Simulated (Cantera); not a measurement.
Feed: 1 mol C₃H₈, 0.05 mol NH₃, 0.88 mol H₂, equilibrated at 1150 °C and 76.0 mbar.

These are equilibrium values from Cantera (NASA tables, ideal gas, pure condensed phases), not measurements of a reactor. Candidate condensed phases: C, C₆H₆, C₇H₈, C₈H₁₈; 92 gas species. Equilibrium is a limit: real reactors are often held back by kinetics, nucleation or transport.

Base state: H₂ 0.995, N₂ 0.00500, CH₄ 0.000286, HCN 4.20e-5, H 2.40e-5 (mole fractions); condensed: C(graphite).

Problem. What changes in the equilibrium state with this change: pressure from 76.0 mbar to 1 atm?

Solution. 
```csv
species,before,after
H₂,0.995,0.991
N₂,0.00500,0.00502
CH₄,0.000286,0.00379
H,2.40e-5,6.57e-6
HCN,4.20e-5,4.20e-5
"C(graphite), mol",3.00,2.98
```
